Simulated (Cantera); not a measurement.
An isothermal, constant-pressure homogeneous reactor starts with CO : O₂ : H₂O : N₂ = 0.019 : 0.097 : 0.0091 : 1 (molar parts), equivalence ratio 0.098, at 998 K and 13300 Pa.

Model: GRI-Mech 3.0 (53 species, 325 reactions), integrated in Cantera.

One state of this run: x CO = 5.18e-7; x O₂ = 0.0784; x H₂O = 0.00816; x NO = 3.84e-8; x H = 7.07e-11. x: mole fraction; the columns are a selection and need not sum to one.

Problem. Which value of t (s) does it belong to?
A. 0.000894
B. 2.11
C. 10.0
D. 0.0200

Solution. C, 10.0
